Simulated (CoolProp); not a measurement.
n-octane along the isotherm 15.95 °C: Z from the reference equation and from simpler models built on Tc = 295.6 °C, pc = 2484 kPa, ω = 0.398; each cubic takes its own stable root.

Computed with CoolProp (reference Helmholtz-energy equation of state, Beckmüller 2019).

```
p (kPa)   phase  reference
-------  ------  ---------
19.6     liquid   0.001320
44.7     liquid   0.003010
102      liquid   0.006867
231      liquid    0.01555
527      liquid    0.03546
1200     liquid    0.08068
2730     liquid     0.1832
6210     liquid     0.4151
```

### Question
How far does each simpler model (Redlich-Kwong, Peng-Robinson) lie from the reference over these 8 states: mean and median of the absolute difference, and the worst?

### Answer
- Redlich-Kwong: mean 21.2 %, median 21.4 %, worst +21.4 % at 15.95 °C and 19.6 kPa
- Peng-Robinson: mean 4.1 %, median 4.1 %, worst +4.1 % at 15.95 °C and 19.6 kPa
